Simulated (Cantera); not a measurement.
## Low-pressure radical oxidation in H2/O2

A perfectly stirred reactor is fed with 3.01 % H₂, 97.0 % O₂, at 0.0109 atm; it is held at 1400 K, and followed from long to short residence time.

Model: the H2/O2 subset of GRI-Mech 3.0, which has no nitrogen chemistry, integrated in Cantera. Radical loss at walls, strong at low pressure, is not modelled.

| τ (s) | x H₂ | x O₂ | x H₂O₂ | x HO₂ | x H₂O |
|---|---|---|---|---|---|
| 4.3 | 4.92e-5 | 0.966 | 1.21e-8 | 3.33e-7 | 0.0297 |
| 2.0 | 7.75e-5 | 0.964 | 1.49e-8 | 4.38e-7 | 0.0294 |
| 0.98 | 0.000116 | 0.962 | 1.76e-8 | 5.47e-7 | 0.0291 |
| 0.47 | 0.000170 | 0.959 | 2.03e-8 | 6.63e-7 | 0.0287 |
| 0.22 | 0.000242 | 0.955 | 2.27e-8 | 7.73e-7 | 0.0281 |
| 0.11 | 0.000326 | 0.951 | 2.45e-8 | 8.56e-7 | 0.0276 |
| 0.051 | 0.000450 | 0.948 | 2.62e-8 | 9.27e-7 | 0.0271 |
| 0.025 | 0.000633 | 0.946 | 2.79e-8 | 9.78e-7 | 0.0265 |
| 0.012 | 0.000973 | 0.945 | 3.05e-8 | 1.03e-6 | 0.0259 |
| 0.0056 | 0.00166 | 0.945 | 3.47e-8 | 1.08e-6 | 0.0249 |
| 0.0027 | 0.00294 | 0.946 | 4.04e-8 | 1.14e-6 | 0.0232 |
x: mole fraction; the columns are a selection and need not sum to one.
